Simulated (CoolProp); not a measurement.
Values from CoolProp's reference Helmholtz-energy equation of state, Akasaka 2023.

Task: Give the vapour pressure (kPa), liquid density (kg/m³), vapour density (kg/m³), enthalpy of vaporisation (kJ/kg) of saturated R1224YDZ at 260.9, 268.2, 282.8 K.

Result: 
```csv
T (K),p (kPa),liquid density (kg/m³),vapour density (kg/m³),enthalpy of vaporisation (kJ/kg)
260.9,31.2,1460,2.19,182
268.2,44.1,1440,3.02,179
282.8,82.5,1400,5.45,172
```
